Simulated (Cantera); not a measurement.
An isothermal plug-flow reactor at 675 K and 42000 Pa (inlet), inlet velocity 0.038 m/s, active area per volume 290 1/m; feed 1.12 % H2, 6.39 % O2, 88.6 % N2, 3.92 % H2O, equivalence ratio 0.088.

Model: Deutschmann's 1995 Pt surface mechanism with GRI-Mech 3.0 gas chemistry, integrated in Cantera. Catalytic surfaces can have several steady states; this one follows from the mechanism file's or the stated starting coverage. Mass transfer to the wall is taken as infinitely fast.

x: gas mole fraction; θ: surface coverage.

```json
[
 {"z (m)": "5.4e-05", "x H2": "___", "x O2": "0.0596", "x H2O": "0.0485", "θ free Pt": "0.0640", "θ O*": "0.928", "θ OH*": "0.00818"},
 {"z (m)": "9.5e-05", "x H2": "___", "x O2": "0.0592", "x H2O": "0.0494", "θ free Pt": "0.0402", "θ O*": "0.953", "θ OH*": "0.00661"},
 {"z (m)": "0.00017", "x H2": "___", "x O2": "0.0590", "x H2O": "0.0500", "θ free Pt": "0.0249", "θ O*": "0.970", "θ OH*": "0.00527"},
 {"z (m)": "0.0003", "x H2": "___", "x O2": "0.0588", "x H2O": "0.0503", "θ free Pt": "0.0165", "θ O*": "0.979", "θ OH*": "0.00431"},
 {"z (m)": "0.00054", "x H2": "___", "x O2": "0.0587", "x H2O": "0.0505", "θ free Pt": "0.0120", "θ O*": "0.984", "θ OH*": "0.00370"},
 {"z (m)": "0.00095", "x H2": "___", "x O2": "0.0587", "x H2O": "0.0507", "θ free Pt": "0.0100", "θ O*": "0.987", "θ OH*": "0.00338"},
 {"z (m)": "0.0017", "x H2": "___", "x O2": "0.0586", "x H2O": "0.0507", "θ free Pt": "0.00925", "θ O*": "0.987", "θ OH*": "0.00325"},
 {"z (m)": "0.003", "x H2": "___", "x O2": "0.0586", "x H2O": "0.0507", "θ free Pt": "0.00910", "θ O*": "0.988", "θ OH*": "0.00323"},
 {"z (m)": "0.0054", "x H2": "___", "x O2": "0.0586", "x H2O": "0.0507", "θ free Pt": "0.00909", "θ O*": "0.988", "θ OH*": "0.00323"}
]
```

### Question
What belongs in the gaps?

### Answer

- 5.4e-05, x H2: 0.00215
- 9.5e-05, x H2: 0.00131
- 0.00017, x H2: 0.000748
- 0.0003, x H2: 0.000402
- 0.00054, x H2: 0.000182
- 0.00095, x H2: 6.26e-5
- 0.0017, x H2: 1.12e-5
- 0.003, x H2: 6.44e-7
- 0.0054, x H2: 3.38e-9
